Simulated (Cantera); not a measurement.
A freely propagating, adiabatic, planar premixed flame of 10.5 % CH4, 2.20 % H2, 18.3 % O2, 69.0 % N2, unburnt at 475 K and 1.00 atm; mixture-averaged transport, grid criteria slope 0.08 and curve 0.16, no radiation.

Detailed kinetics in Cantera: GRI-Mech 3.0 (53 species, 325 reactions). Burning velocities carry a grid error of a few per cent, more on coarse grids.

Problem. Predict: laminar burning velocity; thermal thickness; peak x(H).

Solution. 
```json
{
 "laminar_burning_velocity": "87.0 cm/s",
 "thermal_thickness": "0.350 mm",
 "peak x(H)": "0.0110"
}
```
